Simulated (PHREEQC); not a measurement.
A made-up water analysis in mg/L, 35 °C, pH 6.05, pe 8.9: Na 6.75; K 1.38; Ca 0.816; Mg 0.551; Cl 1.76; S(6) as SO4 1.63; Alkalinity as HCO3 8.48; Br 0.281; F 0.00131; Cu(2) 0.0238.

Valence states are taken as typed.

Computed with PHREEQC (ion-association model, wateq4f.dat).

Precipitation was switched off in this run.

**Question.** What charge-balance error does the model give?

**Answer.** charge-balance error 29.5 %.

**Question.** In which forms is Cu present?

**Answer.** Cu+2 87 %, CuHCO3+ 5.6 %, CuCO3 3.7 %, Cu(OH)2 2.1 %, CuOH+ 0.9 % of the Cu.
